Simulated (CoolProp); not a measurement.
A Linde-Hampson liquefier for ethane: isothermal reversible compression at 320 K from 1 atm to 30 MPa, throttling to 1 atm, return gas leaving the recuperator 0 K below the feed. Each further row changes one setting.

Computed with CoolProp (reference Helmholtz-energy equation of state, Bücker 2006).

```json
[
 {"case": "as stated", "liquid yield per pass": "?", "compression work (kJ/kg of gas)": "390"},
 {"case": "high pressure 60 MPa", "liquid yield per pass": "?", "compression work (kJ/kg of gas)": "457"},
 {"case": "warm-end temperature 350 K", "liquid yield per pass": "?", "compression work (kJ/kg of gas)": "457"},
 {"case": "warm-end gap 5 K", "liquid yield per pass": "?", "compression work (kJ/kg of gas)": "390"}
]
```

Question: What belongs in the gaps?

Answer: 
- as stated, liquid yield per pass: 0.467
- high pressure 60 MPa, liquid yield per pass: 0.439
- warm-end temperature 350 K, liquid yield per pass: 0.393
- warm-end gap 5 K, liquid yield per pass: 0.460
